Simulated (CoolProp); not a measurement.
Vapour-liquid equilibrium of diethyl ether (1) + ethanol (2) at 349.3 K; x and y are mole fractions of (1).

Model: multi-fluid Helmholtz-energy mixture model, Thol 2014 and Schroeder 2014; pair parameters Bell 2016, in CoolProp.

```tsv
x	bubble pressure (bar)	y at the bubble point	dew pressure at overall composition x (bar)	liquid density (mol/L)
0.05	1.236	0.280	0.9695	15.46
0.125	1.644	0.490	1.043	14.66
0.2	1.983	0.603	1.129	13.92
0.275	2.261	0.673	1.229	13.23
0.35	2.488	0.721	1.349	12.59
0.425	2.675	0.758	1.493	12.00
0.5	2.834	0.787	1.669	11.45
0.575	2.973	0.814	1.888	10.94
0.65	3.100	0.839	2.163	10.47
0.725	3.222	0.866	2.506	10.03
0.8	3.340	0.895	2.900	9.623
0.875	3.456	0.929	3.261	9.247
0.95	3.568	0.969	3.520	8.901
```

No azeotrope shows between x = 0.05 and 0.95.

The pair parameters rest on a limited set of measurements; away from them the model extrapolates.
